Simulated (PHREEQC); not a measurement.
Solution (25 °C): 17 mmol/kgw CuCl2 and 1.9 mmol/kgw HCl. Closed to the air; pH follows from the charge balance.

All values are PHREEQC results (ion-association model, phreeqc.dat), not measurements.

Question: The ionic strength comes out as 0.0514 mol/kgw. What activity coefficients do H+, CuCl+, Cu+2, Cl- get?

Answer: H+ 0.85, CuCl+ 0.81, Cu+2 0.48, Cl- 0.81.

This is a speciation only: nothing precipitates in the calculation.
